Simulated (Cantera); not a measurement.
## Premixed flame

A freely propagating, adiabatic, planar premixed flame of H₂ : O₂ : N₂ = 1 : 0.417 : 1.96 (molar parts), equivalence ratio 1.2, unburnt at 650 K and 41000 Pa; unity-Lewis-number transport, grid criteria slope 0.08 and curve 0.16, no radiation.

Cantera simulation using the H2/O2 subset of GRI-Mech 3.0, which has no nitrogen chemistry; the numbers are that mechanism's predictions, not measurements. Unity Lewis numbers drop preferential diffusion, which matters most where H2 and H carry the flame. Burning velocities carry a grid error of a few per cent, more on coarse grids.

```json
[
 {"z (mm)": "-3.77", "T (K)": "650", "u (m/s)": "4.64", "x H₂": "0.296", "x O₂": "0.123", "x H₂O": "<1e-8", "x OH": "<1e-8", "x HO₂": "<1e-8", "x H₂O₂": "<1e-8"},
 {"z (mm)": "-2.51", "T (K)": "650", "u (m/s)": "4.64", "x H₂": "0.296", "x O₂": "0.123", "x H₂O": "2.60e-8", "x OH": "<1e-8", "x HO₂": "<1e-8", "x H₂O₂": "<1e-8"},
 {"z (mm)": "-1.88", "T (K)": "650", "u (m/s)": "4.64", "x H₂": "0.296", "x O₂": "0.123", "x H₂O": "3.02e-7", "x OH": "<1e-8", "x HO₂": "2.40e-8", "x H₂O₂": "<1e-8"},
 {"z (mm)": "-1.26", "T (K)": "650", "u (m/s)": "4.64", "x H₂": "0.296", "x O₂": "0.123", "x H₂O": "8.57e-6", "x OH": "<1e-8", "x HO₂": "6.70e-7", "x H₂O₂": "<1e-8"},
 {"z (mm)": "-0.628", "T (K)": "662", "u (m/s)": "4.73", "x H₂": "0.295", "x O₂": "0.123", "x H₂O": "0.00155", "x OH": "5.06e-6", "x HO₂": "5.99e-5", "x H₂O₂": "6.25e-7"},
 {"z (mm)": "-0.314", "T (K)": "803", "u (m/s)": "5.68", "x H₂": "0.273", "x O₂": "0.112", "x H₂O": "0.0237", "x OH": "0.000250", "x HO₂": "7.01e-5", "x H₂O₂": "1.29e-6"},
 {"z (mm)": "0", "T (K)": "1201", "u (m/s)": "8.30", "x H₂": "0.150", "x O₂": "0.0599", "x H₂O": "0.127", "x OH": "0.00298", "x HO₂": "2.60e-5", "x H₂O₂": "1.33e-6"},
 {"z (mm)": "0.314", "T (K)": "1467", "u (m/s)": "9.96", "x H₂": "0.0681", "x O₂": "0.0220", "x H₂O": "0.198", "x OH": "0.00773", "x HO₂": "8.16e-6", "x H₂O₂": "1.31e-6"},
 {"z (mm)": "0.628", "T (K)": "1595", "u (m/s)": "10.7", "x H₂": "0.0621", "x O₂": "0.0161", "x H₂O": "0.210", "x OH": "0.00990", "x HO₂": "5.24e-6", "x H₂O₂": "9.15e-7"},
 {"z (mm)": "1.26", "T (K)": "1739", "u (m/s)": "11.6", "x H₂": "0.0640", "x O₂": "0.0133", "x H₂O": "0.219", "x OH": "0.0117", "x HO₂": "3.73e-6", "x H₂O₂": "5.10e-7"},
 {"z (mm)": "2.51", "T (K)": "1890", "u (m/s)": "12.4", "x H₂": "0.0649", "x O₂": "0.0104", "x H₂O": "0.228", "x OH": "0.0128", "x HO₂": "2.56e-6", "x H₂O₂": "2.65e-7"},
 {"z (mm)": "5.03", "T (K)": "2034", "u (m/s)": "13.2", "x H₂": "0.0642", "x O₂": "0.00757", "x H₂O": "0.239", "x OH": "0.0128", "x HO₂": "1.69e-6", "x H₂O₂": "1.45e-7"},
 {"z (mm)": "10.1", "T (K)": "2162", "u (m/s)": "13.9", "x H₂": "0.0623", "x O₂": "0.00496", "x H₂O": "0.250", "x OH": "0.0116", "x HO₂": "1.08e-6", "x H₂O₂": "8.65e-8"}
]
```
x: mole fraction of selected species; z is measured from the peak of heat release.

```json
{
 "laminar_burning_velocity": "464 cm/s",
 "thermal_thickness": "1.26 mm",
 "peak x(OH)": "0.0130",
 "peak x(HO₂)": "8.85e-5",
 "peak x(H₂O₂)": "1.48e-6",
 "grid_points": "131"
}
```
